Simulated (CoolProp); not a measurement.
Vapour-liquid equilibrium of acetone (1) + n-heptane (2) at 439.3 K; x and y are mole fractions of (1).

Model: multi-fluid Helmholtz-energy mixture model, Lemmon 2006 and Span 2003; pair parameters Bell 2016, in CoolProp.

Q: Give the bubble pressure and the first vapour's composition at x = 0.125, 0.35, 0.575. Is there an azeotrope?

A: x = 0.125: 0.7932 MPa, y = 0.362; x = 0.35: 1.129 MPa, y = 0.603; x = 0.575: 1.343 MPa, y = 0.730. No azeotrope shows between x = 0.05 and 0.95.

Pair parameters are fitted to limited data, so mixtures are less certain than the pure fluids.
